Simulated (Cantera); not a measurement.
**Low-pressure radical oxidation in H2/O2**

An isothermal, constant-pressure homogeneous reactor starts with H2 : O2 = 0.46 : 1 (molar parts), at 950 K and 16.5 Torr.

Computed with Cantera and the H2/O2 subset of GRI-Mech 3.0, which has no nitrogen chemistry. Radical loss at walls, strong at low pressure, is not modelled. The temperature is held fixed by assumption; the heat of reaction is taken as removed at once.

```
t (s)         x H2   x O2    x H2O2       x O      x OH
--------  --------  -----  --------  --------  --------
0.000700     0.315  0.685    <1e-12   3.26e-9   1.07e-9
0.00182      0.315  0.685  5.02e-10   9.06e-6   2.99e-6
0.00474     0.0202  0.607   1.54e-6    0.0139   0.00502
0.0123     0.00174  0.626   1.42e-6  0.000655  0.000553
0.0321    0.000354  0.626   7.93e-7   9.13e-5  0.000175
0.0837     6.76e-5  0.626   3.77e-7   1.70e-5   7.87e-5
0.218      9.71e-6  0.626   1.60e-7   3.20e-6   3.66e-5
0.567      1.06e-6  0.626   6.44e-8   6.81e-7   1.73e-5
1.48       1.10e-7  0.626   2.58e-8   1.78e-7   8.87e-6
3.84       2.05e-8  0.626   1.07e-8   5.50e-8   4.92e-6
10.0       6.11e-9  0.626   4.50e-9   1.88e-8   2.87e-6
```
x: mole fraction; the columns are a selection and need not sum to one.

Equilibrium at this temperature and pressure: H2 5.84e-11, O2 0.626, H2O2 6.30e-11, O 1.71e-10, OH 2.72e-7 (gas phase only).
